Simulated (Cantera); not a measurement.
A Cantera script and its output.

```python
import numpy as np
import cantera as ct

gas = ct.Solution("h2o2.yaml")


def delay(T, t_max=10):
    gas.TPX = T, 101325, {'H2': 1, 'O2': 0.98, 'N2': 4.8}
    reactor = ct.IdealGasConstPressureReactor(gas, clone=False)
    net = ct.ReactorNet([reactor])
    net.rtol, net.atol = 1e-8, 1e-16
    while net.time < t_max:
        t_old, T_old = net.time, reactor.T
        net.step()
        if reactor.T > T + 400:  # ignition: a rise of 400 K
            return t_old + (T + 400 - T_old) / (reactor.T - T_old) * (net.time - t_old)
    return np.nan


taus = []
for T in [1200, 1250, 1300, 1350, 1400, 1450, 1500, 1550]:
    taus.append(delay(T))
    print(f"T0 = {T:6g} K   tau = {taus[-1]:.4e} s")
```

Result:

```
T0 =   1200 K   tau = 6.3965e-05 s
T0 =   1250 K   tau = 5.2479e-05 s
T0 =   1300 K   tau = 4.5049e-05 s
T0 =   1350 K   tau = 4.0223e-05 s
T0 =   1400 K   tau = 3.7179e-05 s
T0 =   1450 K   tau = 3.5422e-05 s
T0 =   1500 K   tau = 3.4635e-05 s
T0 =   1550 K   tau = 3.4610e-05 s
```

Model: the H2/O2 subset of GRI-Mech 3.0, which has no nitrogen chemistry, integrated in Cantera. Where the delays flatten at high temperature, the 400 K rule measures the pace of heat release, not the induction time.
